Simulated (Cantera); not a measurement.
A perfectly stirred reactor is fed with CH₃OH : O₂ : N₂ = 1 : 1 : 3.76 (molar parts), at 0.523 atm; it is adiabatic with a 775 K inlet, and is followed from long to short residence time, starting on the burning branch (τ in s: 0.46, 0.15, 0.052, 0.018, 0.006, 0.002, 0.00068, 0.00023, 7.8e-05).

Detailed kinetics in Cantera: GRI-Mech 3.0 (53 species, 325 reactions). GRI-Mech 3.0 was tuned for natural gas; its chemistry of methanol as a main component is partial and can be far from experiment.

**Question.** What does this change do: pressure from 0.523 atm to 0.987 atm?

**Answer.** 
```csv
quantity,before,after
"blow-out, bracketed by the residence times tried","burning at 78.0 µs, the shortest tried","burning at 78.0 µs, the shortest tried"
x(CH₃OH) at τ = 0.460 s,3.02e-7,2.19e-7
x(O₂) at τ = 0.460 s,0.000155,8.05e-5
x(H) at τ = 0.460 s,0.00366,0.00257
x(CO) at τ = 0.460 s,0.0870,0.0871
x(CH₂) at τ = 0.460 s,2.30e-8,1.78e-8
x(CH₃OH) at τ = 6.00 ms,7.84e-6,5.91e-6
x(O₂) at τ = 6.00 ms,0.00158,0.000852
x(H) at τ = 6.00 ms,0.0125,0.00834
x(CO) at τ = 6.00 ms,0.0861,0.0866
x(CH₂) at τ = 6.00 ms,6.36e-7,4.54e-7
```

**Question.** What does this change do: CH3OH 1 to 1.3 parts?

**Answer.** 
```json
[
 {"quantity": "blow-out, bracketed by the residence times tried", "before": "burning at 78.0 µs, the shortest tried", "after": "burning at 0.230 ms, out at 78.0 µs"},
 {"quantity": "x(CH₃OH) at τ = 0.460 s", "before": "3.02e-7", "after": "7.25e-7"},
 {"quantity": "x(O₂) at τ = 0.460 s", "before": "0.000155", "after": "2.00e-5"},
 {"quantity": "x(H) at τ = 0.460 s", "before": "0.00366", "after": "0.00271"},
 {"quantity": "x(CO) at τ = 0.460 s", "before": "0.0870", "after": "0.124"},
 {"quantity": "x(CH₂) at τ = 0.460 s", "before": "2.30e-8", "after": "4.06e-8"},
 {"quantity": "x(CH₃OH) at τ = 6.00 ms", "before": "7.84e-6", "after": "1.55e-5"},
 {"quantity": "x(O₂) at τ = 6.00 ms", "before": "0.00158", "after": "0.000380"},
 {"quantity": "x(H) at τ = 6.00 ms", "before": "0.0125", "after": "0.0105"},
 {"quantity": "x(CO) at τ = 6.00 ms", "before": "0.0861", "after": "0.122"},
 {"quantity": "x(CH₂) at τ = 6.00 ms", "before": "6.36e-7", "after": "1.88e-6"}
]
```
